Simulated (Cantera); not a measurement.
Feed: 1 mol B2H6, 1.4 mol N2, equilibrated at 1473 K and 0.133 bar.

Method: chemical equilibrium by Gibbs-energy minimisation in Cantera with the NASA 1993 tables (ideal gas, pure condensed phases). Candidate condensed phases: B, BN; 15 gas species. The feed counts by its element totals alone. N2 is the only nitrogen source here; it is nearly inert below about 1500 K, so the nitride shown seldom forms there in practice. Kinetics and transport are ignored.

Base state: H2 0.882, N2 0.118, H 3.25e-5 (mole fractions); condensed: BN(s).

What changes in the equilibrium state with this change: B2H6 replaced by BCl3?


| species | before | after |
|---|---|---|
| N2 | 0.118 | 0.583 |
| BCl3 | 0 | 0.416 |
| Cl | 0 | 0.000322 |
| H2 | 0.882 | 0 |
| BCl2 | 0 | 0.000113 |
| H | 3.25e-5 | 0 |
| BN(s), mol | 2.00 | 0.000175 |
The tables' values for BCl2 are old estimates; treat these amounts as uncertain.
